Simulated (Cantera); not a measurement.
Charge: 1 mol CH4, 0.039 mol H2O, 10 mol H2, at 2823 K and 2600000 Pa.

These are equilibrium values from Cantera (NASA tables, ideal gas, pure condensed phases), not measurements of a reactor. Candidate condensed phases: C, C6H6, C7H8, C8H18, H2O; 110 gas species. The numbers say what is thermodynamically allowed, not how fast it happens.

Base state: H2 0.942, C2H2 (acetylene) 0.0339, H 0.0169, CO 0.00321, CH4 0.00220, CH3 0.000654, C4H2 0.000509, C2H4 0.000220 (mole fractions); condensed: C(graphite).

**Question.** What changes in the equilibrium state with this change: temperature from 2823 K to 1948 K?

**Answer.** 
```json
[
 {"species": "H2", "before": "0.942", "after": "0.983"},
 {"species": "CH4", "before": "0.00220", "after": "0.0123"},
 {"species": "CO", "before": "0.00321", "after": "0.00326"},
 {"species": "C2H2 (acetylene)", "before": "0.0339", "after": "0.000530"},
 {"species": "H", "before": "0.0169", "after": "0.000220"},
 {"species": "C2H", "before": "7.96e-5", "after": "1.85e-9"},
 {"species": "C4H2", "before": "0.000509", "after": "1.14e-7"},
 {"species": "C2H2 (vinylidene)", "before": "6.92e-5", "after": "3.67e-8"},
 {"species": "C(graphite), mol", "before": "0.0632", "after": "0.798"}
]
```

**Question.** What changes in the equilibrium state with this change: temperature from 2823 K to 1100 K?

**Answer.** 
```
species              before    after
-----------------  --------  -------
H2                    0.942    0.906
CH4                 0.00220   0.0904
H2O                 9.47e-7  0.00334
C2H2 (acetylene)     0.0339    <1e-9
H                    0.0169  4.83e-9
C4H2               0.000509    <1e-9
C2H                 7.96e-5    <1e-9
CH3                0.000654  8.80e-9
C2H2 (vinylidene)   6.92e-5    <1e-9
C3H3 (propargyl)    5.86e-5    <1e-9
C(graphite), mol     0.0632        0
```
